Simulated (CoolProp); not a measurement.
Vapour-liquid equilibrium of R1234ze(E) (1) + n-pentane (2) at 0.214 bar; x and y are mole fractions of (1).

Computed with CoolProp (multi-fluid Helmholtz-energy mixture model, Thol 2016 and Thol 2019; pair parameters Bell 2016).

**Question.** Give the bubble temperature and the first vapour's composition at x = 0.2, 0.275, 0.5. Is there an azeotrope?

**Answer.** x = 0.2: 232.3 K, y = 0.898; x = 0.275: 229.2 K, y = 0.922; x = 0.5: 226.0 K, y = 0.943. No azeotrope shows between x = 0.05 and 0.95.

The pair parameters rest on a limited set of measurements; away from them the model extrapolates. With so large a gap from Raoult's law the liquid may split in two, which this calculation doesn't test in full.
